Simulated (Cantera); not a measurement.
An adiabatic, constant-pressure homogeneous reactor starts with H₂ : O₂ : N₂ = 1 : 0.5 : 1.88 (molar parts), at 1023 K and 101000 Pa. Integrator tolerance rtol = 1e-08.

Detailed kinetics in Cantera: the H2/O2 subset of GRI-Mech 3.0, which has no nitrogen chemistry.

Task: What does this change do: pressure from 101000 Pa to 500000 Pa?

Result: 
```
quantity                                                            before                                    after
---------------------------------  ---------------------------------------  ---------------------------------------
time of steepest temperature rise                                 0.204 ms                                  5.78 ms
temperature at 2.00 s                                               2701 K                                   2806 K
equilibrium temperature                                             2701 K                                   2806 K
x(H₂) at 2.00 s                      0.0361 (gas-phase equilibrium 0.0361)    0.0292 (gas-phase equilibrium 0.0292)
x(O₂) at 2.00 s                      0.0132 (gas-phase equilibrium 0.0132)    0.0103 (gas-phase equilibrium 0.0103)
x(OH) at 2.00 s                      0.0218 (gas-phase equilibrium 0.0218)    0.0184 (gas-phase equilibrium 0.0184)
x(HO₂) at 2.00 s                   4.92e-6 (gas-phase equilibrium 4.92e-6)  7.82e-6 (gas-phase equilibrium 7.82e-6)
x(O) at 2.00 s                     0.00417 (gas-phase equilibrium 0.00417)  0.00254 (gas-phase equilibrium 0.00254)
```
The hydrogen kinetics of GRI-Mech 3.0 are dated; newer H2 mechanisms differ, most at raised pressure.
